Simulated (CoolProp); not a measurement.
Dimethyl carbonate along the isotherm 422.7 K: density (kg/m³) from the reference equation and from simpler models built on Tc = 557.0 K, pc = 49.09 bar, ω = 0.346; each cubic takes its own stable root.

Computed with CoolProp (reference Helmholtz-energy equation of state, Zhou 2011).

```json
[
 {"p (bar)": "9.2", "phase": "liquid", "reference": "884.8"},
 {"p (bar)": "18.4", "phase": "liquid", "reference": "887.1"},
 {"p (bar)": "27.6", "phase": "liquid", "reference": "889.4"},
 {"p (bar)": "36.8", "phase": "liquid", "reference": "891.6"},
 {"p (bar)": "46", "phase": "liquid", "reference": "893.8"},
 {"p (bar)": "55.2", "phase": "liquid", "reference": "895.9"},
 {"p (bar)": "64.4", "phase": "liquid", "reference": "898.0"},
 {"p (bar)": "73.6", "phase": "liquid", "reference": "900.1"}
]
```

### Question
How far does each simpler model (van der Waals, Redlich-Kwong, Soave-Redlich-Kwong) lie from the reference over these 8 states: mean and median of the absolute difference, and the worst?

### Answer
- van der Waals: mean 47.4 %, median 40.4 %, worst -97.0 % at 422.7 K and 9.2 bar
- Redlich-Kwong: mean 15.5 %, median 15.4 %, worst -16.6 % at 422.7 K and 9.2 bar
- Soave-Redlich-Kwong: mean 10.7 %, median 10.7 %, worst -11.2 % at 422.7 K and 9.2 bar

At some of these states van der Waals gives the other phase, because its saturation line lies elsewhere.
